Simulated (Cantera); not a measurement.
An isothermal, constant-pressure homogeneous reactor starts with CH4 : H2 = 1 : 1.1 (molar parts), at 1875 K and 15.0 Torr. Integrator tolerance rtol = 1e-08.

Cantera simulation using GRI-Mech 3.0 (53 species, 325 reactions); the numbers are that mechanism's predictions, not measurements. GRI-Mech 3.0 stops at C3 and has no aromatics, soot or wall deposition, so with more carbon than oxygen in the feed, carbon stays in small species such as C2H2 where larger ones or solid carbon would form. Radical loss at walls, strong at low pressure, is not modelled.

### Question
What does this change do: temperature 1875 to 1100 K?

### Answer
| quantity | before | after |
|---|---|---|
| x(CH4) at 10.0 s | 0.000207 (gas-phase equilibrium 0.000207) | 0.476 (gas-phase equilibrium 0.382) |
| x(H2) at 10.0 s | 0.835 (gas-phase equilibrium 0.835) | 0.524 (gas-phase equilibrium 0.584) |
| x(H) at 10.0 s | 0.00427 (gas-phase equilibrium 0.00427) | 2.79e-8 (gas-phase equilibrium 1.41e-7) |
| x(CH2) at 10.0 s | 1.29e-7 (gas-phase equilibrium 1.29e-7) | <1e-12 (gas-phase equilibrium <1e-12) |
| x(C2H6) at 10.0 s | 5.63e-10 (gas-phase equilibrium 5.62e-10) | 5.62e-7 (gas-phase equilibrium 9.81e-5) |
| x(C2H4) at 10.0 s | 3.79e-5 (gas-phase equilibrium 3.79e-5) | 5.03e-8 (gas-phase equilibrium 0.0150) |
